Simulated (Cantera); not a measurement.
An isothermal, constant-pressure homogeneous reactor starts with 18.2 % C₃H₈, 81.8 % H₂, at 1400 K and 0.000148 atm.

Cantera simulation using GRI-Mech 3.0 (53 species, 325 reactions); the numbers are that mechanism's predictions, not measurements. GRI-Mech 3.0 was tuned for natural gas; its chemistry of propane as a main component is partial and can be far from experiment. GRI-Mech 3.0 stops at C3 and has no aromatics, soot or wall deposition, so with more carbon than oxygen in the feed, carbon stays in small species such as C2H2 where larger ones or solid carbon would form. Radical loss at walls, strong at low pressure, is not modelled.

x: mole fraction; the columns are a selection and need not sum to one.

| t (s) | x C₃H₈ | x H₂ | x CH₃ | x C₂H₄ | x CH₂ | x C₂H | x H |
|---|---|---|---|---|---|---|---|
| 0.000300 | 0.182 | 0.818 | 0.000161 | 4.66e-6 | 3.44e-11 | <1e-12 | 5.49e-6 |
| 0.00115 | 0.181 | 0.818 | 0.000629 | 9.37e-5 | 2.24e-9 | <1e-12 | 4.31e-5 |
| 0.00438 | 0.178 | 0.815 | ___ | ___ | ___ | <1e-12 | ___ |
| 0.0168 | 0.156 | 0.800 | 0.0142 | 0.0164 | 3.21e-6 | 1.87e-11 | 0.000578 |
| 0.0641 | 0.0401 | 0.715 | 0.0307 | 0.103 | 9.01e-6 | 1.64e-8 | 0.00266 |
| 0.245 | 5.60e-5 | 0.697 | 0.00550 | 0.0954 | 1.69e-6 | 7.37e-8 | 0.00118 |
| 0.936 | 4.95e-8 | 0.706 | 0.00123 | 0.0716 | 2.10e-7 | 2.59e-8 | 0.000282 |
| 3.58 | 7.15e-10 | 0.711 | 0.000373 | 0.0528 | 2.75e-8 | 1.00e-8 | 8.79e-5 |
| 13.7 | 5.73e-11 | 0.717 | ___ | ___ | ___ | 4.80e-9 | ___ |
| 52.3 | 3.15e-11 | 0.723 | 0.000127 | 0.0116 | 3.76e-9 | 5.10e-9 | 3.17e-5 |
| 200 | 5.97e-10 | 0.733 | 0.000397 | 0.000657 | 3.44e-8 | 1.91e-8 | 0.000109 |

Question: Complete the blanks.

Answer: 
- 0.00438, x CH₃: 0.00298
- 0.00438, x C₂H₄: 0.00160
- 0.00438, x CH₂: 1.48e-7
- 0.00438, x H: 0.000175
- 13.7, x CH₃: 0.000147
- 13.7, x C₂H₄: 0.0339
- 13.7, x CH₂: 4.85e-9
- 13.7, x H: 3.54e-5
